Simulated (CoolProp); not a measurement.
Properties of CF4 (R14) along the isotherm 500 K.

Computed with CoolProp (reference Helmholtz-energy equation of state, Platzer 1990). This equation is an older, rougher fit.

```json
[
 {"p (bar)": "4.34", "phase": "gas", "density (kg/m³)": "9.184", "Joule-Thomson coefficient (K/MPa)": "1.649", "Prandtl number": "0.745"},
 {"p (bar)": "8.68", "phase": "gas", "density (kg/m³)": "18.36", "Joule-Thomson coefficient (K/MPa)": "1.626", "Prandtl number": "0.748"},
 {"p (bar)": "13", "phase": "gas", "density (kg/m³)": "27.49", "Joule-Thomson coefficient (K/MPa)": "1.604", "Prandtl number": "0.751"},
 {"p (bar)": "17.4", "phase": "gas", "density (kg/m³)": "36.78", "Joule-Thomson coefficient (K/MPa)": "1.581", "Prandtl number": "0.754"},
 {"p (bar)": "21.7", "phase": "gas", "density (kg/m³)": "45.85", "Joule-Thomson coefficient (K/MPa)": "1.559", "Prandtl number": "0.757"},
 {"p (bar)": "26", "phase": "gas", "density (kg/m³)": "54.91", "Joule-Thomson coefficient (K/MPa)": "1.537", "Prandtl number": "0.760"},
 {"p (bar)": "30.4", "phase": "gas", "density (kg/m³)": "64.17", "Joule-Thomson coefficient (K/MPa)": "1.514", "Prandtl number": "0.762"},
 {"p (bar)": "34.7", "phase": "gas", "density (kg/m³)": "73.21", "Joule-Thomson coefficient (K/MPa)": "1.492", "Prandtl number": "0.765"},
 {"p (bar)": "39.1", "phase": "supercritical", "density (kg/m³)": "82.45", "Joule-Thomson coefficient (K/MPa)": "1.470", "Prandtl number": "0.768"},
 {"p (bar)": "43.4", "phase": "supercritical", "density (kg/m³)": "91.47", "Joule-Thomson coefficient (K/MPa)": "1.448", "Prandtl number": "0.771"},
 {"p (bar)": "47.8", "phase": "supercritical", "density (kg/m³)": "100.7", "Joule-Thomson coefficient (K/MPa)": "1.426", "Prandtl number": "0.774"},
 {"p (bar)": "52.1", "phase": "supercritical", "density (kg/m³)": "109.7", "Joule-Thomson coefficient (K/MPa)": "1.404", "Prandtl number": "0.777"},
 {"p (bar)": "56.4", "phase": "supercritical", "density (kg/m³)": "118.6", "Joule-Thomson coefficient (K/MPa)": "1.382", "Prandtl number": "0.781"}
]
```

Viscosity comes from a separate model (Huber 2003), an estimate that may be off by 10 % or more. Thermal conductivity comes from a separate model (Huber 2003), an estimate that may be off by 10 % or more.
